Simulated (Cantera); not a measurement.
A Cantera script and its output.

```python
import numpy as np
import cantera as ct

gas = ct.Solution("gri30.yaml")
gas.TPX = 2300, 2666, {'CH4': 0.0072, 'H2': 1, 'O2': 0.014}
inlet = ct.Reservoir(gas, clone=True)

reactor = ct.IdealGasConstPressureReactor(gas, energy="off", clone=False)
exhaust = ct.Reservoir(gas, clone=True)
tau = [6.5, 2, 0.64, 0.2, 0.062, 0.019, 0.006, 0.0019, 0.00059][0]
for a, b in ((inlet, reactor), (reactor, exhaust)):
    ct.MassFlowController(a, b, mdot=lambda t: reactor.mass / tau)
net = ct.ReactorNet([reactor])
show = ['CH4', 'H2', 'O2', 'CH2', 'HO2', 'CH2CO']

rows = []
print(f"{'tau/s':>10s}{'T/K':>9s}" + "".join(f"{s:>11s}" for s in show))
for tau in [6.5, 2, 0.64, 0.2, 0.062, 0.019, 0.006, 0.0019, 0.00059]:
    net.initial_time = 0.0
    net.advance(30 * tau)
    before = gas.X
    net.advance(40 * tau)
    drift = np.max(np.abs(gas.X - before) / (gas.X + 1e-9))
    rows.append([gas.T, *gas[show].X, drift])
    print(f"{tau:10.3e}{gas.T:9.1f}" + "".join(f"{x:11.3e}" for x in gas[show].X))
```

It prints:

```
     tau/s      T/K        CH4         H2         O2        CH2        HO2      CH2CO
 6.500e+00   2300.0  1.534e-06  9.180e-01  1.445e-07  1.480e-07  2.732e-11  2.158e-11
 2.000e+00   2300.0  6.082e-06  9.215e-01  3.210e-07  5.123e-07  4.468e-11  1.617e-10
 6.400e-01   2300.0  2.905e-05  9.288e-01  9.971e-07  1.782e-06  1.250e-10  2.038e-09
 2.000e-01   2300.0  1.362e-04  9.365e-01  3.771e-06  5.513e-06  5.275e-10  2.598e-08
 6.200e-02   2300.0  4.156e-04  9.405e-01  1.406e-05  1.223e-05  2.217e-09  1.376e-07
 1.900e-02   2300.0  9.375e-04  9.423e-01  5.123e-05  2.137e-05  8.860e-09  3.145e-07
 6.000e-03   2300.0  1.759e-03  9.432e-01  1.749e-04  3.241e-05  3.240e-08  4.177e-07
 1.900e-03   2300.0  2.851e-03  9.442e-01  5.748e-04  4.300e-05  1.129e-07  4.424e-07
 5.900e-04   2300.0  4.020e-03  9.471e-01  1.869e-03  4.483e-05  4.041e-07  4.110e-07
```

Cantera simulation using GRI-Mech 3.0 (53 species, 325 reactions); the numbers are that mechanism's predictions, not measurements. Radical loss at walls, strong at low pressure, is not modelled.
